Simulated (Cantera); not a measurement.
Cantera with NASA thermochemical tables; ideal gases at 1 bar, condensed phases pure. Values are per mole of reaction as written; species without (g) are pure solids or liquids, kept so even where they would boil at 1 bar.

Problem. Between 575 and 1075 K, where is each reaction favourable under standard conditions?
- 3 FeCl2 = 2 FeCl3(g) + Fe
- Fe2Cl6(g) = 2 FeCl3(g)

Solution. 
- 3 FeCl2 = 2 FeCl3(g) + Fe: ΔG° is 316 kJ at 575 K and 179 kJ at 1075 K; it stays positive (K < 1). ΔH° is 346 kJ and ΔS° 155 J/K at 1075 K.
- Fe2Cl6(g) = 2 FeCl3(g): ΔG° is 63 kJ at 575 K and -4 kJ at 1075 K; it changes sign between 975 and 1075 K. ΔH° is 135 kJ and ΔS° 129 J/K at 1075 K.
